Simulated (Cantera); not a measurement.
**Carbothermic reduction: Fe3O4 + CH4 + CO**

Input: 1 mol Fe3O4, 5.3 mol CH4, 0.065 mol CO, at 13300 Pa.

These are equilibrium values from Cantera (NASA tables, ideal gas, pure condensed phases), not measurements of a reactor. Candidate condensed phases: C, C6H6, C7H8, C8H18, Fe, Fe(CO)5, FeO, Fe(OH)2, Fe(OH)3, Fe2O3, Fe3O4, H2O; 114 gas species. Iron dissolves carbon and melts from about 1420 K in contact with it, which pure phases cannot show. Condensed phases not in the tables: cementite and carbon dissolved in iron. Rates play no part.

```csv
T (K),x H2,x CO,x H,x Fe,x CH4,x C2H2 (acetylene),x H2O,n C(graphite),n Fe(γ),n Fe(δ)
1548,0.723,0.277,7.17e-5,3.02e-6,0.000143,1.13e-5,3.28e-5,1.30,3.00,0
1573,0.723,0.277,9.47e-5,4.93e-6,0.000128,1.49e-5,2.78e-5,1.30,3.00,0
1598,0.723,0.277,0.000124,7.92e-6,0.000115,1.95e-5,2.36e-5,1.30,3.00,0
1623,0.723,0.277,0.000161,1.25e-5,0.000103,2.52e-5,2.02e-5,1.30,3.00,0
1648,0.722,0.277,0.000207,1.96e-5,9.32e-5,3.23e-5,1.74e-5,1.30,3.00,0
1673,0.722,0.277,0.000265,3.01e-5,8.45e-5,4.12e-5,1.50e-5,1.30,0,3.00
1698,0.722,0.277,0.000337,4.57e-5,7.68e-5,5.20e-5,1.30e-5,1.30,0,3.00
1723,0.722,0.277,0.000424,6.84e-5,7.00e-5,6.54e-5,1.13e-5,1.30,0,3.00
1748,0.722,0.277,0.000532,0.000101,6.39e-5,8.15e-5,9.92e-6,1.30,0,3.00
1773,0.722,0.277,0.000662,0.000148,5.86e-5,0.000101,8.71e-6,1.30,0,3.00
1798,0.722,0.277,0.000819,0.000215,5.38e-5,0.000125,7.68e-6,1.30,0,3.00
```
x: gas mole fraction; n: condensed amount in mol.

From 1548 K to 1648 K the condensed part is C(graphite) + Fe(γ). From 1673 K to 1798 K the condensed part is C(graphite) + Fe(δ). The main Fe-bearing gas is Fe throughout.
